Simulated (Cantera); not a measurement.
# Equilibrium for carbon deposition, reforming and gasification: acetone + H2 + N2

A closed system holds: 1 mol acetone, 7.1 mol H2, 5.2 mol N2, held at 95.0 bar.

These are equilibrium values from Cantera (NASA tables, ideal gas, pure condensed phases), not measurements of a reactor. Candidate condensed phases: C, C6H6, C7H8, C8H18, H2O; 136 gas species. The feed counts by its element totals alone. The ideal-gas law is rough above about 30 bar. Rates play no part.

| T (K) | x H2 | x N2 | x CO | x HCN | x CH4 | n C(graphite) |
|---|---|---|---|---|---|---|
| 1875 | 0.589 | 0.324 | 0.0619 | 0.00381 | 0.0200 | 1.62 |
| 1925 | 0.592 | 0.322 | 0.0619 | 0.00474 | 0.0174 | 1.63 |
| 1975 | 0.594 | 0.321 | 0.0619 | 0.00583 | 0.0152 | 1.64 |
| 2025 | 0.596 | 0.320 | 0.0618 | 0.00709 | 0.0134 | 1.64 |
| 2075 | 0.597 | 0.318 | 0.0618 | 0.00854 | 0.0119 | 1.63 |
| 2125 | 0.597 | 0.317 | 0.0618 | 0.0102 | 0.0105 | 1.62 |
| 2175 | 0.598 | 0.316 | 0.0617 | 0.0121 | 0.00942 | 1.59 |
| 2225 | 0.597 | 0.314 | 0.0617 | 0.0141 | 0.00845 | 1.55 |
| 2275 | 0.596 | 0.312 | 0.0617 | 0.0165 | 0.00760 | 1.50 |
| 2325 | 0.595 | 0.311 | 0.0617 | 0.0190 | 0.00686 | 1.45 |
| 2375 | 0.593 | 0.309 | 0.0616 | 0.0218 | 0.00622 | 1.38 |
| 2425 | 0.591 | 0.307 | 0.0616 | 0.0249 | 0.00565 | 1.30 |
| 2475 | 0.589 | 0.305 | 0.0616 | 0.0282 | 0.00514 | 1.20 |
| 2525 | 0.585 | 0.302 | 0.0615 | 0.0317 | 0.00469 | 1.10 |
x: gas mole fraction; n: condensed amount in mol.

From 1875 K to 2525 K the condensed part is C(graphite). The main C-bearing gas is CO throughout.
